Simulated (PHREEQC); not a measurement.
PHREEQC input (Pitzer model, pitzer.dat):

```
SOLUTION 1
  temp 15
  units mol/kgw
  pH 7 charge
  Cl 0.67
  Na 0.12
  Br 0.17
  Mg 0.085
  K 0.55
  S(6) 0.0021
  Ca 0.0021
END
USE solution 1
INCREMENTAL_REACTIONS false
REACTION 1
  H2O -1
  0 9.886 18.011 24.689 30.178 34.689 38.397 41.444
  43.949 46.007 47.699 49.089 50.232 51.172 51.944 52.578
  53.1 moles
EQUILIBRIUM_PHASES 1
  Arcanite 0 0
  Bischofite 0 0
  Bloedite 0 0
  Brucite 0 0
  Carnallite 0 0
  Epsomite 0 0
  Glaserite 0 0
  Glauberite 0 0
  Gypsum 0 0
  Anhydrite 0 0
  Halite 0 0
  Hexahydrite 0 0
  Kainite 0 0
  Kieserite 0 0
  Leonite 0 0
  Mirabilite 0 0
  Misenite 0 0
  Polyhalite 0 0
  Portlandite 0 0
  Schoenite 0 0
  Sylvite 0 0
  Syngenite 0 0
  Thenardite 0 0
  MgCl2_4H2O 0 0
SELECTED_OUTPUT 1
  -reset false
  -pH true
  -pe true
  -ionic_strength true
  -water true
  -activities H2O
  -totals Br Ca Cl K Mg Na S
  -molalities H+ Na+ K+ Mg+2 Ca+2 Cl- SO4-2 Br- OH- HSO4-
    MgOH+
  -equilibrium_phases Arcanite Bischofite Bloedite Brucite Carnallite Epsomite Glaserite Glauberite Gypsum Anhydrite
    Halite Hexahydrite Kainite Kieserite Leonite Mirabilite Misenite Polyhalite Portlandite Schoenite
    Sylvite Syngenite Thenardite MgCl2_4H2O
PRINT
  -reset false
END
```

Selected output (columns that matter, 17 of 17 rows; water left (kg) added in front):

```
water left (kg)	pH	mu	Br	Ca	Cl	K	Mg	Na	S	m_H+	la_H2O	Gypsum	Halite	Sylvite
1	6.8529	0.9334	0.17	0.0021	0.67	0.55	0.085	0.12	0.0021	1.6124e-07	-0.011313	0	0	0
0.821894	6.8091	1.1357	0.20684	0.0025551	0.81519	0.66919	0.10342	0.146	0.0025551	1.7008e-07	-0.013834	0	0	0
0.675514	6.7564	1.3818	0.25166	0.0031087	0.99184	0.8142	0.12583	0.17764	0.0031087	1.8055e-07	-0.016958	0	0	0
0.555203	6.6924	1.6812	0.30619	0.0037824	1.2068	0.99063	0.1531	0.21614	0.0037824	1.9337e-07	-0.02085	0	0	0
0.456313	6.614	2.0455	0.37255	0.0046021	1.4683	1.2053	0.18628	0.26298	0.0046021	2.096e-07	-0.025732	0	0	0
0.375043	6.5178	2.4888	0.45328	0.0055994	1.7865	1.4665	0.22664	0.31996	0.0055994	2.3082e-07	-0.031903	0	0	0
0.30824	6.3996	3.0282	0.55152	0.0068129	2.1736	1.7843	0.27576	0.38931	0.0068129	2.5936e-07	-0.039777	0	0	0
0.253345	6.255	3.6843	0.67102	0.0082891	2.6446	2.171	0.33551	0.47366	0.0082891	2.9866e-07	-0.049918	0	0	0
0.208215	6.0796	4.4829	0.81646	0.010086	3.2178	2.6415	0.40823	0.57633	0.010086	3.5392e-07	-0.063114	0	0	0
0.171138	5.8691	5.4541	0.99335	0.012271	3.915	3.2138	0.49668	0.70119	0.012271	4.3301e-07	-0.080439	0	0	0
0.140655	5.6887	6.1299	1.2086	0.01493	4.2573	3.4041	0.60432	0.85315	0.01493	5.2152e-07	-0.093279	0	0	0.071194
0.115613	5.5378	6.514	1.4704	0.018164	4.2357	3.1978	0.73521	1.0379	0.018164	6.1247e-07	-0.10117	0	0	0.1803
0.0950203	5.3627	6.9836	1.7891	0.022101	4.2116	2.9487	0.89455	1.2629	0.022101	7.2544e-07	-0.11177	0	0	0.26981
0.0780852	5.1574	7.5609	2.1771	0.026894	4.1877	2.6509	1.0886	1.5368	0.026894	8.6639e-07	-0.12624	0	0	0.343
0.0641769	4.9143	8.2751	2.6489	0.032722	4.1708	2.301	1.3245	1.8698	0.032722	1.042e-06	-0.14628	0	0	0.40233
0.0527497	4.6215	9.1587	3.2228	0.037162	4.1759	1.901	1.6114	2.2749	0.037162	1.267e-06	-0.17453	0.00013973	0	0.44972
0.0433209	4.2697	10.188	3.9242	0.029586	4.1829	1.4943	1.9621	2.6885	0.029586	1.5897e-06	-0.21265	0.0008183	0.0035309	0.48526
```
